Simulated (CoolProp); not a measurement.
Methanol along the isobar 101 kPa: fugacity coefficient from the reference equation and from simpler models built on Tc = 513.4 K, pc = 8216 kPa, ω = 0.565; each cubic takes its own stable root.

Model: reference Helmholtz-energy equation of state, de Reuck 1993, in CoolProp.

| T (K) | phase | reference |
|---|---|---|
| 261.7 | liquid | 0.01876 |
| 266.4 | liquid | 0.02580 |
| 271 | liquid | 0.03482 |
| 275.6 | liquid | 0.04648 |
| 280.2 | liquid | 0.06139 |
| 284.9 | liquid | 0.08073 |
| 289.5 | liquid | 0.1045 |
| 294.1 | liquid | 0.1341 |
| 298.7 | liquid | 0.1705 |
| 303.4 | liquid | 0.2161 |
| 308 | liquid | 0.2703 |
| 312.6 | liquid | 0.3356 |
| 317.2 | liquid | 0.4136 |
| 321.9 | liquid | 0.5084 |

**Question.** How far does each simpler model (van der Waals, Peng-Robinson) lie from the reference over these 14 states: mean and median of the absolute difference, and the worst?

**Answer.** 
- van der Waals: mean 1373.9 %, median 739.9 %, worst +5140.4 % at 261.7 K and 101 kPa
- Peng-Robinson: mean 11.4 %, median 10.5 %, worst -23.6 % at 261.7 K and 101 kPa

At some of these states van der Waals gives the other phase, because its saturation line lies elsewhere.
